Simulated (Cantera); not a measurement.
What does this Cantera script print?

```python
import numpy as np
import cantera as ct

gas_names = """
    H HO2 H2 H2O H2O2 O OH O2 O3 Ta TaO TaO2
""".split()
cond_names = """
    H2O(s) H2O(L) Ta(cr) Ta(L) Ta2O5(s) Ta2O5(L)
""".split()


def load(file, names, dense=False):
    # The tables refer to 1 bar. Condensed volumes are neglected.
    table = {s.name: s for s in ct.Species.list_from_file(file)}
    out = []
    for n in names:
        d = dict(table[n].input_data)
        d["thermo"] = dict(d["thermo"], **{"reference-pressure": 1e5})
        if dense:
            d["equation-of-state"] = {"model": "constant-volume", "density": "1e6 g/cm^3"}
        out.append(ct.Species.from_dict(d))
    return out


gas = ct.Solution(thermo="ideal-gas", species=load("nasa_gas.yaml", gas_names))
cond = {s.name: ct.Solution(thermo="fixed-stoichiometry", species=[s], name=s.name)
        for s in load("nasa_condensed.yaml", cond_names, dense=True)}
atoms = {
    'Ta': {'Ta': 1},
    'O2': {'O': 2},
    'H2': {'H': 2},
}
top_T = {}  # K; cautious upper limits of use, not melting points


def equilibrate(T, P, feed):
    n = {}
    for name, mol in feed.items():
        for a, k in atoms[name].items():
            n[a] = n.get(a, 0.0) + k * mol
    gas.TPX = T, P, n
    mass = sum(n.values()) * gas.mean_molecular_weight
    gas.equilibrate("TP")
    valid = [c for c in cond.values() if c.min_temp <= T <= top_T.get(c.name, c.max_temp)]
    mix = ct.Mixture([(gas, mass / gas.mean_molecular_weight)] + [(c, 0.0) for c in valid])
    mix.T, mix.P = T, P
    mix.equilibrate("TP", solver="vcs", rtol=1e-11, max_steps=5000)
    return mix


results = []
feed = {'Ta': 1, 'O2': 0.19, 'H2': 9.4}  # mol
P = 12000  # Pa
for T in [1850, 1900, 1950, 2000, 2050, 2100, 2150, 2200, 2250, 2300, 2350, 2400, 2450, 2500]:
    mix = equilibrate(T, P, feed)
    results.append((T, P, feed, dict(zip(mix.species_names, mix.species_moles))))

top = {s: max(r[3][s] / sum(r[3][g] for g in gas_names) for r in results) for s in gas_names}
cols = sorted((s for s in top if top[s] > 1e-05), key=lambda s: -top[s])[:6]
seen = [c for c in cond_names if any(r[3].get(c, 0) > 1e-12 for r in results)]
print("log10 of partial pressures in bar; condensed amounts in mol")
print(f"{'T/K':>10s}" + "".join(f"{s[:9]:>10s}" for s in cols + seen))
for T, P, feed, n in results:
    ng = sum(n[g] for g in gas_names)
    print(f"{T:10.4g}" + "".join(f"{np.log10(max(n[s] / ng * P / 1e5, 1e-99)):10.3f}" for s in cols)
          + "".join(f"{n.get(c, 0):10.4g}" for c in seen))
```

It prints:

```
log10 of partial pressures in bar; condensed amounts in mol
       T/K        H2         H       H2O      TaO2       TaO        OH    Ta(cr)  Ta2O5(s)  Ta2O5(L)
      1850    -0.922    -3.730    -3.969    -7.207    -7.918    -7.908    0.8514   0.07431         0
      1900    -0.922    -3.562    -3.860    -6.775    -7.489    -7.585    0.8523   0.07383         0
      1950    -0.923    -3.402    -3.758    -6.366    -7.082    -7.279    0.8535   0.07324         0
      2000    -0.924    -3.251    -3.661    -5.978    -6.696    -6.989    0.8548   0.07253         0
      2050    -0.925    -3.107    -3.570    -5.610    -6.330    -6.713    0.8564   0.07168         0
      2100    -0.926    -2.969    -3.495    -5.285    -5.994    -6.463    0.8579         0   0.07079
      2150    -0.928    -2.839    -3.428    -4.981    -5.676    -6.228    0.8595         0   0.06974
      2200    -0.930    -2.714    -3.364    -4.692    -5.374    -6.004    0.8612         0   0.06845
      2250    -0.932    -2.595    -3.305    -4.417    -5.086    -5.791    0.8628         0   0.06678
      2300    -0.935    -2.482    -3.249    -4.155    -4.811    -5.588    0.8641         0   0.06453
      2350    -0.939    -2.374    -3.197    -3.905    -4.548    -5.395    0.8651         0   0.06137
      2400    -0.944    -2.271    -3.149    -3.667    -4.297    -5.211    0.8651         0   0.05677
      2450    -0.951    -2.172    -3.104    -3.440    -4.056    -5.035    0.8636         0   0.04994
      2500    -0.958    -2.079    -3.064    -3.222    -3.826    -4.867    0.8596         0   0.03964
```

Cantera equilibrium calculation (NASA polynomials, part measured and part estimated; ideal gas, pure solids and liquids). Mutual solubility and eutectic melting of coexisting phases are not modelled. Condensed phases not in the tables: N, O or C dissolved in the metal.
